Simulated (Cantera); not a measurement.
A closed system holds: 1 mol Si3N4, 0.14 mol H2O, 440 mol N2, 0.15 mol N2O, equilibrated at 1.50 bar.

Equilibrium computed with Cantera from the NASA thermochemical tables; the gas is ideal and each condensed phase is pure. Candidate condensed phases: H2O, Si, SiO2, Si2N2O, Si3N4; 35 gas species. Mutual solubility and eutectic melting of coexisting phases are not modelled. Rates play no part.

**Question.** Which condensed phases are stable at each of these points (T (K)): 973, 1073, 1173, 1273, 1373, 1473, 1573, 1673, 1773, 1873, 1973, 2073, 2173, 2273?

**Answer.** 
| T (K) | condensed phases | Si condensed (%) |
|---|---|---|
| 973 | Si2N2O(s) + Si3N4(s) | 100.0 |
| 1073 | Si2N2O(s) + Si3N4(s) | 100.0 |
| 1173 | Si2N2O(s) + Si3N4(s) | 100.0 |
| 1273 | Si2N2O(s) + Si3N4(s) | 100.0 |
| 1373 | Si2N2O(s) + Si3N4(s) | 100.0 |
| 1473 | Si2N2O(s) + Si3N4(s) | 100.0 |
| 1573 | Si2N2O(s) + Si3N4(s) | 100.0 |
| 1673 | Si2N2O(s) + Si3N4(s) | 100.0 |
| 1773 | Si2N2O(s) + Si3N4(s) | 99.7 |
| 1873 | Si2N2O(s) + Si3N4(s) | 97.4 |
| 1973 | Si3N4(s) | 90.2 |
| 2073 | Si3N4(s) | 89.7 |
| 2173 | Si3N4(s) | 86.0 |
| 2273 | Si(l) | 78.7 |

From 973 K to 1873 K the condensed part is Si2N2O(s) + Si3N4(s). From 1973 K to 2173 K the condensed part is Si3N4(s). At 2273 K the condensed part is Si(l).
